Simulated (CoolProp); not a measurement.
Vapour-liquid equilibrium of ethylene (1) + propylene (2) at 3.68 bar; x and y are mole fractions of (1).

Model: multi-fluid Helmholtz-energy mixture model, Smukala 2000 and Lemmon 2013; pair parameters Bell 2016, in CoolProp.

```csv
x,"bubble temperature, mixture model (°C)","bubble temperature, Raoult's law (°C)","y, mixture model","y, Raoult's law"
0.05,-22.9,-23.8,0.270,0.311
0.125,…,-34.5,0.537,0.579
0.2,-42.1,-42.7,…,0.726
0.275,-48.9,-49.2,0.792,0.814
0.35,-54.4,-54.5,0.854,0.870
0.425,…,-58.8,0.895,0.908
0.5,-62.6,-62.5,…,0.934
0.575,-65.8,-65.8,0.943,0.953
0.65,-68.6,-68.6,0.959,0.967
0.725,-71.0,-71.0,0.971,0.977
0.8,-73.2,-73.3,0.981,0.986
0.875,-75.2,-75.3,0.989,0.992
0.95,-77.0,-77.1,0.996,0.997
```

**Question.** What belongs in the gaps?

**Answer.** 
- 0.125, bubble temperature, mixture model (°C): -33.6
- 0.2, y, mixture model: 0.696
- 0.425, bubble temperature, mixture model (°C): -58.9
- 0.5, y, mixture model: 0.923

The largest gap from Raoult's law is +0.9 K in bubble temperature, at x = 0.125. No azeotrope shows between x = 0.05 and 0.95.

Pair parameters are fitted to limited data, so mixtures are less certain than the pure fluids.
